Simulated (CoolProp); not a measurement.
The numbers come from the reference Helmholtz-energy equation of state, Thol 2018 in CoolProp.

Give the vapour pressure (MPa), liquid density (kg/m³), enthalpy of vaporisation (kJ/kg), liquid cp (kJ/(kg K)) of saturated hydrogen chloride at 232.3 K.


| T (K) | p (MPa) | liquid density (kg/m³) | enthalpy of vaporisation (kJ/kg) | liquid cp (kJ/(kg K)) |
|---|---|---|---|---|
| 232.3 | 0.743 | 1070 | 388 | 1.74 |
